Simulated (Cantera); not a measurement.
Low-pressure radical oxidation in H2/O2

An isothermal, constant-pressure homogeneous reactor starts with 0.859 % H2, 78.1 % O2, 21.1 % N2, equivalence ratio 0.0055, at 1400 K and 10.5 Torr.

Model: the H2/O2 subset of GRI-Mech 3.0, which has no nitrogen chemistry, integrated in Cantera. Radical loss at walls, strong at low pressure, is not modelled.

```
t (s)        x H2   x O2    x HO2       x O    x H2O2      x OH
--------  -------  -----  -------  --------  --------  --------
1.00e-5   0.00859  0.781  1.65e-9  3.03e-10    <1e-12  3.02e-10
5.47e-5   0.00859  0.781  9.00e-9   5.57e-9    <1e-12   5.46e-9
0.000299  0.00859  0.781  4.92e-8   6.59e-8  2.24e-11   5.98e-8
0.00164   0.00858  0.781  2.69e-7   5.30e-6  4.70e-10   4.46e-6
0.00894   4.03e-5  0.772  3.77e-7   0.00745   8.97e-9   0.00115
0.0489    3.36e-5  0.773  3.57e-7   0.00685   8.50e-9   0.00109
0.267     2.24e-5  0.775  2.88e-7   0.00448   7.34e-9  0.000888
1.46      5.46e-6  0.779  1.25e-7   0.00106   3.78e-9  0.000440
8.00      4.39e-7  0.780  2.58e-8   8.35e-5  7.01e-10  0.000125
```
x: mole fraction; the columns are a selection and need not sum to one.

Equilibrium at this temperature and pressure: H2 3.75e-8, O2 0.780, HO2 2.44e-8, O 7.11e-6, H2O2 1.01e-10, OH 3.66e-5 (gas phase only).
